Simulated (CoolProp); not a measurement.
m-xylene along the isotherm 203.05 °C: density (kg/m³) from the reference equation and from simpler models built on Tc = 343.7 °C, pc = 3.535 MPa, ω = 0.326; each cubic takes its own stable root.

Values from CoolProp's reference Helmholtz-energy equation of state, Zhou 2012.

```
p (MPa)   phase  reference  van der Waals  Soave-Redlich-Kwong  Peng-Robinson
-------  ------  ---------  -------------  -------------------  -------------
0.00559     gas     0.1501         0.1500               0.1501         0.1501
0.0087      gas     0.2338         0.2336               0.2337         0.2338
0.0135      gas     0.3632         0.3627               0.3631         0.3631
0.0211      gas     0.5687         0.5676               0.5684         0.5686
0.0329      gas     0.8894         0.8867               0.8887         0.8891
0.0512      gas      1.390          1.384                1.389          1.390
0.0796      gas      2.177          2.161                2.173          2.176
0.124       gas      3.432          3.391                3.421          3.427
0.193       gas        ___          5.339                5.416          5.431
0.301       gas      8.766            ___                8.688          8.726
0.468    liquid      686.4          13.61                589.0            ___
0.729    liquid      687.2            ___                590.2          669.2
1.14     liquid      688.3          39.26                592.1          671.1
1.77     liquid      690.1          394.4                594.8            ___
```

**Question.** Complete the blanks.

**Answer.** 
- 0.193, reference: 5.444
- 0.301, van der Waals: 8.484
- 0.468, Peng-Robinson: 668.0
- 0.729, van der Waals: 22.41
- 1.77, Peng-Robinson: 673.8

At some of these states van der Waals gives the other phase, because its saturation line lies elsewhere.
